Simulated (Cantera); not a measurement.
Cantera with NASA thermochemical tables; ideal gases at 1 bar, condensed phases pure. Values are per mole of reaction as written; species without (g) are pure solids or liquids, kept so even where they would boil at 1 bar. VN: taken at fixed stoichiometry.

Q: Between 950 and 1625 K, where is each reaction favourable under standard conditions?
- 5 O(g) + 2 VN ⇌ 2 VO2(g) + N2O(g)
- 2 NO(g) + V2O3 + 6 H(g) ⇌ 2 NH3(g) + V2O5

A: 
- 5 O(g) + 2 VN ⇌ 2 VO2(g) + N2O(g): ΔG° is -1048 kJ at 950 K and -912 kJ at 1625 K; it stays negative (K > 1). ΔH° is -1260 kJ and ΔS° -214 J/K at 1625 K.
- 2 NO(g) + V2O3 + 6 H(g) ⇌ 2 NH3(g) + V2O5: ΔG° is -1227 kJ at 950 K and -753 kJ at 1625 K; it stays negative (K > 1). ΔH° is -1904 kJ and ΔS° -709 J/K at 1625 K.
